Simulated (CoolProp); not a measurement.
A Linde-Hampson liquefier for nitrogen: isothermal reversible compression at 290 K from 1 atm to 25 MPa, throttling to 1 atm, return gas leaving the recuperator 5 K below the feed. Each further row changes one setting.

The numbers come from the reference Helmholtz-energy equation of state, Span 2000 in CoolProp.

```csv
case,liquid yield per pass,compression work (kJ/kg of gas)
as stated,0.081,475
high pressure 50 MPa,[?],[?]
warm-end temperature 320 K,[?],[?]
warm-end gap 10 K,[?],475
```

Problem. Some entries are withheld; supply them.

Solution. 
- high pressure 50 MPa, liquid yield per pass: 0.087
- high pressure 50 MPa, compression work (kJ/kg of gas): 547
- warm-end temperature 320 K, liquid yield per pass: 0.056
- warm-end temperature 320 K, compression work (kJ/kg of gas): 528
- warm-end gap 10 K, liquid yield per pass: 0.069
